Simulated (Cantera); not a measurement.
A closed system holds: 1 mol Zr, 9.5 mol N₂, 5 mol N₂O, at 240 Pa.

Method: chemical equilibrium by Gibbs-energy minimisation in Cantera with the NASA 1993 tables (ideal gas, pure condensed phases). Candidate condensed phases: Zr, ZrN, ZrO₂; 13 gas species. Equilibrium is a limit: real reactors are often held back by kinetics, nucleation or transport.

Question: Which condensed phases are stable at each of these points (T (°C)): 1550, 1625, 1700, 1775, 1850, 1925, 2000, 2075, 2150, 2225, 2300, 2375, 2450, 2525?

Answer: 
```json
[
 {"T (°C)": "1550", "condensed phases": "ZrO₂(tetragonal)", "Zr condensed (%)": "100.0"},
 {"T (°C)": "1625", "condensed phases": "ZrO₂(tetragonal)", "Zr condensed (%)": "100.0"},
 {"T (°C)": "1700", "condensed phases": "ZrO₂(tetragonal)", "Zr condensed (%)": "100.0"},
 {"T (°C)": "1775", "condensed phases": "ZrO₂(tetragonal)", "Zr condensed (%)": "100.0"},
 {"T (°C)": "1850", "condensed phases": "ZrO₂(tetragonal)", "Zr condensed (%)": "100.0"},
 {"T (°C)": "1925", "condensed phases": "ZrO₂(tetragonal)", "Zr condensed (%)": "100.0"},
 {"T (°C)": "2000", "condensed phases": "ZrO₂(tetragonal)", "Zr condensed (%)": "100.0"},
 {"T (°C)": "2075", "condensed phases": "ZrO₂(tetragonal)", "Zr condensed (%)": "100.0"},
 {"T (°C)": "2150", "condensed phases": "ZrO₂(tetragonal)", "Zr condensed (%)": "99.9"},
 {"T (°C)": "2225", "condensed phases": "ZrO₂(tetragonal)", "Zr condensed (%)": "99.8"},
 {"T (°C)": "2300", "condensed phases": "ZrO₂(tetragonal)", "Zr condensed (%)": "99.3"},
 {"T (°C)": "2375", "condensed phases": "ZrO₂(s)", "Zr condensed (%)": "98.0"},
 {"T (°C)": "2450", "condensed phases": "ZrO₂(s)", "Zr condensed (%)": "94.8"},
 {"T (°C)": "2525", "condensed phases": "ZrO₂(s)", "Zr condensed (%)": "86.6"}
]
```

From 1550 °C to 2300 °C the condensed part is ZrO₂(tetragonal). From 2375 °C to 2525 °C the condensed part is ZrO₂(s).
